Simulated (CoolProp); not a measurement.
Computed with CoolProp (reference Helmholtz-energy equation of state, Lemmon 2004). It is a short technical equation, of lower accuracy than the large ones.

Problem. Give the vapour pressure (MPa), liquid density (kg/m³), liquid cp (kJ/(kg K)), surface tension (mN/m) of saturated n-dodecane at 328.8, 395.3, 561.7 K.

Solution. 
```json
[
 {"T (K)": "328.8", "p (MPa)": "0.000172", "liquid density (kg/m³)": "723", "liquid cp (kJ/(kg K))": "2.32", "surface tension (mN/m)": "22.2"},
 {"T (K)": "395.3", "p (MPa)": "0.00537", "liquid density (kg/m³)": "673", "liquid cp (kJ/(kg K))": "2.58", "surface tension (mN/m)": "16.7"},
 {"T (K)": "561.7", "p (MPa)": "0.436", "liquid density (kg/m³)": "517", "liquid cp (kJ/(kg K))": "3.30", "surface tension (mN/m)": "5.08"}
]
```

Surface tension comes from a separate correlation (Mulero 2012).
